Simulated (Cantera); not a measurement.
A closed system holds: 1 mol Si, 0.01 mol CO₂, 350 mol H₂, held at 210 Pa.

Method: chemical equilibrium by Gibbs-energy minimisation in Cantera with the NASA 1993 tables (ideal gas, pure condensed phases). Candidate condensed phases: C, C₆H₆, C₇H₈, C₈H₁₈, H₂O, Si, SiC, SiO₂; 123 gas species. Mutual solubility and eutectic melting of coexisting phases are not modelled. Gases not in the tables: Si₂H₆ and higher silanes. Rates play no part.

Q: What share of the Si ends up in condensed phases as a function of T (K), at 1548, 1623, 1698, 1773, 1848, 1923, 1998?

A: 
| T (K) | Si condensed (%) | as |
|---|---|---|
| 1548 | 97.4 | Si(s) + SiC(s) |
| 1623 | 95.0 | Si(s) + SiC(s) |
| 1698 | 85.6 | Si(l) + SiC(s) |
| 1773 | 58.4 | Si(l) + SiC(s) |
| 1848 | 0.0 | - |
| 1923 | 0.0 | - |
| 1998 | 0.0 | - |
